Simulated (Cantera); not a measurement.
Charge: 1 mol Si₃N₄, 0.15 mol H₂, 0.35 mol C, held at 100 Torr.

Equilibrium computed with Cantera from the NASA thermochemical tables; the gas is ideal and each condensed phase is pure. Candidate condensed phases: C, C₆H₆, C₇H₈, C₈H₁₈, Si, SiC, Si₃N₄; 105 gas species. The tables' values for SiN are old estimates; treat these amounts as uncertain. Gases not in the tables: Si₂H₆ and higher silanes. Rates play no part. All values below are at 2850 K.

Base state: N₂ 0.493, Si 0.352, Si₂C 0.0554, H 0.0345, H₂ 0.0168, Si₂ 0.0147, SiC₂ 0.0135, SiN 0.00574 (mole fractions); condensed: Si(l).

What changes in the equilibrium state with this change: H₂ from 0.15 to 0.52 mol?


| species | before | after |
|---|---|---|
| N₂ | 0.493 | 0.414 |
| Si | 0.352 | 0.352 |
| H | 0.0345 | 0.0697 |
| H₂ | 0.0168 | 0.0685 |
| SiC₂ | 0.0135 | 0.00974 |
| Si₂C | 0.0554 | 0.0470 |
| Si₂ | 0.0147 | 0.0147 |
| SiH₂ | 5.16e-5 | 0.000211 |
| C₂H₂ (acetylene) | 4.08e-5 | 0.000120 |
| Si(l), mol | 0.881 | 0.576 |
